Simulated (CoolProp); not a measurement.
Vapour-liquid equilibrium of R134a (1) + R152A (2) at 194.8 K; x and y are mole fractions of (1).

Values from CoolProp's multi-fluid Helmholtz-energy mixture model, Tillner-Roth 1994 and Outcalt 1996; pair parameters Lemmon 2004.

| x | bubble pressure, mixture model (MPa) | bubble pressure, Raoult's law (MPa) | y, mixture model | y, Raoult's law |
|---|---|---|---|---|
| 0.05 | 0.004024 | 0.004099 | 0.035 | 0.051 |
| 0.125 | 0.003928 | 0.004107 | 0.095 | 0.128 |
| 0.2 | 0.003846 | 0.004115 | 0.165 | 0.204 |
| 0.275 | 0.003782 | 0.004123 | 0.243 | 0.280 |
| 0.35 | 0.003738 | 0.004131 | 0.328 | 0.356 |
| 0.425 | 0.003717 | 0.004139 | 0.418 | 0.431 |
| 0.5 | 0.003718 | 0.004148 | 0.509 | 0.506 |
| 0.575 | 0.003742 | 0.004156 | 0.600 | 0.581 |
| 0.65 | 0.003788 | 0.004164 | 0.687 | 0.656 |
| 0.725 | 0.003852 | 0.004172 | 0.768 | 0.730 |
| 0.8 | 0.003932 | 0.004180 | 0.842 | 0.804 |
| 0.875 | 0.004025 | 0.004188 | 0.908 | 0.878 |
| 0.95 | 0.004129 | 0.004196 | 0.966 | 0.951 |

The largest gap from Raoult's law is -10.4 % in bubble pressure, at x = 0.5. y crosses x between x = 0.425 and 0.5: the model has an azeotrope there.

The pair parameters rest on a limited set of measurements; away from them the model extrapolates.
